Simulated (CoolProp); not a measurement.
R365MFC along the isobar 712 kPa: Z from the reference equation and from simpler models built on Tc = 460.0 K, pc = 3266 kPa, ω = 0.377; each cubic takes its own stable root.

Computed with CoolProp (reference Helmholtz-energy equation of state, Lemmon 2016).

```json
[
 {"T (K)": "402", "phase": "gas", "reference": "0.8606"},
 {"T (K)": "405.9", "phase": "gas", "reference": "0.8662"},
 {"T (K)": "409.8", "phase": "gas", "reference": "0.8715"},
 {"T (K)": "413.7", "phase": "gas", "reference": "0.8764"},
 {"T (K)": "417.6", "phase": "gas", "reference": "0.8810"},
 {"T (K)": "421.5", "phase": "gas", "reference": "0.8853"},
 {"T (K)": "425.3", "phase": "gas", "reference": "0.8892"},
 {"T (K)": "429.2", "phase": "gas", "reference": "0.8930"},
 {"T (K)": "433.1", "phase": "gas", "reference": "0.8966"},
 {"T (K)": "437", "phase": "gas", "reference": "0.9000"},
 {"T (K)": "440.9", "phase": "gas", "reference": "0.9032"},
 {"T (K)": "444.8", "phase": "gas", "reference": "0.9063"},
 {"T (K)": "448.7", "phase": "gas", "reference": "0.9092"},
 {"T (K)": "452.5", "phase": "gas", "reference": "0.9119"},
 {"T (K)": "456.4", "phase": "gas", "reference": "0.9145"},
 {"T (K)": "460.3", "phase": "gas", "reference": "0.9171"}
]
```

Task: How far does each simpler model (Pitzer virial, van der Waals, Redlich-Kwong, Soave-Redlich-Kwong, Peng-Robinson) lie from the reference over these 16 states: mean and median of the absolute difference, and the worst?

Result: 
- Pitzer virial: mean 1.0 %, median 0.9 %, worst +1.6 % at 402 K and 712 kPa
- van der Waals: mean 2.9 %, median 2.7 %, worst +4.8 % at 402 K and 712 kPa
- Redlich-Kwong: mean 1.2 %, median 1.1 %, worst +2.3 % at 402 K and 712 kPa
- Soave-Redlich-Kwong: mean 0.6 %, median 0.6 %, worst +1.0 % at 402 K and 712 kPa
- Peng-Robinson: mean 0.3 %, median 0.4 %, worst -0.4 % at 433.1 K and 712 kPa
